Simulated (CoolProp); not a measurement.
A single-stage vapour-compression cycle with n-pentane: evaporating at 281.15 K (dew point), condensing at 322.15 K (bubble point), superheat 2 K, subcooling 0 K, compressor efficiency 0.75, no pressure losses. Each further row changes one setting.

Model: reference Helmholtz-energy equation of state, Thol 2019, in CoolProp.

```tsv
case	cooling COP	pressure ratio	discharge temperature (K)	refrigerating effect (kJ/kg)	volumetric capacity (kJ/m³)
as stated	4.35	4.44	325.1	287	312
evaporating temperature 286.15 K	5.16	3.60	324.5	[?]	[?]
condensing temperature 317.15 K	[?]	[?]	320.6	299	325
subcooling 5 K	4.54	4.44	325.1	299	325
superheat 12 K	4.42	4.44	335.3	303	317
compressor efficiency 0.65	3.77	4.44	330.6	287	312
```

Question: Fill in the missing entries.

Answer: 
- evaporating temperature 286.15 K, refrigerating effect (kJ/kg): 294
- evaporating temperature 286.15 K, volumetric capacity (kJ/m³): 389
- condensing temperature 317.15 K, cooling COP: 5.09
- condensing temperature 317.15 K, pressure ratio: 3.79
